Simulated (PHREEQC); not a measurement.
Dissolve 2.9 mmol/kgw KOH and 0.12 mmol/kgw CO2 at 20 °C. Closed to the air; pH follows from the charge balance.

Equilibrium calculation in PHREEQC: ion-association model, phreeqc.dat.

### Question
The ionic strength comes out as 0.00301 mol/kgw. What activity coefficients do K+, HCO3-, OH-, CO3-2 get?

### Answer
K+ 0.94, HCO3- 0.94, OH- 0.94, CO3-2 0.79.

Precipitation was switched off in this run.
